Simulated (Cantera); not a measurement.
Equilibrium for sublimation and decomposition of ceramics: Si₃N₄ + C + H₂

A closed system holds: 1 mol Si₃N₄, 0.69 mol C, a varied amount of H₂, held at 1848.15 K and 0.133 bar.

These are equilibrium values from Cantera (NASA tables, ideal gas, pure condensed phases), not measurements of a reactor. Candidate condensed phases: C, C₆H₆, C₇H₈, C₈H₁₈, Si, SiC, Si₃N₄; 105 gas species. Mutual solubility and eutectic melting of coexisting phases are not modelled. Gases not in the tables: Si₂H₆ and higher silanes. Equilibrium is a limit: real reactors are often held back by kinetics, nucleation or transport.

```csv
n(H₂) (mol),x N₂,x H₂,x H,x HCN,n SiC(s),n Si₃N₄(s),n Si(l)
0.046,0.909,0.0906,0.000438,0.000228,0.690,0.770,0
0.07,0.868,0.132,0.000528,0.000260,0.690,0.770,0
0.11,0.807,0.192,0.000638,0.000289,0.690,0.770,0
0.16,0.741,0.257,0.000738,0.000303,0.690,0.770,0
0.24,0.657,0.342,0.000850,0.000303,0.690,0.770,0
0.37,0.554,0.445,0.000970,0.000283,0.690,0.770,0
0.56,0.451,0.548,0.00108,0.000247,0.690,0.770,0
0.85,0.351,0.648,0.00117,0.000201,0.690,0.770,0
1.3,0.261,0.737,0.00125,0.000152,0.690,0.770,0
2,0.187,0.812,0.00131,0.000108,0.690,0.770,0
3,0.142,0.857,0.00135,8.03e-5,0.690,0.752,0.0547
```
x: gas mole fraction; n: condensed amount in mol.

From 0.046 mol H₂ to 2 mol H₂ the condensed part is SiC(s) + Si₃N₄(s). At 3 mol H₂ the condensed part is Si(l) + SiC(s) + Si₃N₄(s). The main Si-bearing gas is Si throughout.
